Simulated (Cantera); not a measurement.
Cantera with NASA thermochemical tables; ideal gases at 1 bar, condensed phases pure. Values are per mole of reaction as written; species without (g) are pure solids or liquids, kept so even where they would boil at 1 bar.

Problem. Between 350 and 1150 K, where is each reaction favourable under standard conditions?
- Fe + 2 HCl(g) ⇌ H2(g) + FeCl2

Solution. 
- Fe + 2 HCl(g) ⇌ H2(g) + FeCl2: ΔG° is -104 kJ at 350 K and -6 kJ at 1150 K; it stays negative (K > 1). ΔH° is -99 kJ and ΔS° -81 J/K at 1150 K.
